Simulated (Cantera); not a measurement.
Input: 1 mol V, 3.3 mol O₂, 19 mol H₂, equilibrated at 100000 Pa.

Method: chemical equilibrium by Gibbs-energy minimisation in Cantera with the NASA 1993 tables (ideal gas, pure condensed phases). Candidate condensed phases: H₂O, V, VO, V₂O₃, V₂O₄, V₂O₅; 12 gas species. Condensed phases not in the tables: the oxides between V₂O₃ and V₂O₅ other than VO₂. Equilibrium is a limit: real reactors are often held back by kinetics, nucleation or transport. All values below are at 2350 K.

Base state: H₂ 0.722, H₂O 0.264, H 0.0106, VO₂ 0.00267, OH 0.000669, VO 8.14e-5 (mole fractions); condensed: V₂O₃(l).

Task: What changes in the equilibrium state with this change: O₂ from 3.3 to 7.9 mol?

Result: 
| species | before | after |
|---|---|---|
| H₂O | 0.264 | 0.736 |
| H₂ | 0.722 | 0.247 |
| VO₂ | 0.00267 | 0.00763 |
| H | 0.0106 | 0.00620 |
| O₂ | 1.01e-6 | 6.71e-5 |
| O | 6.63e-6 | 5.41e-5 |
| OH | 0.000669 | 0.00319 |
| VO | 8.14e-5 | 2.85e-5 |
| V₂O₃(l), mol | 0.474 | 0.426 |
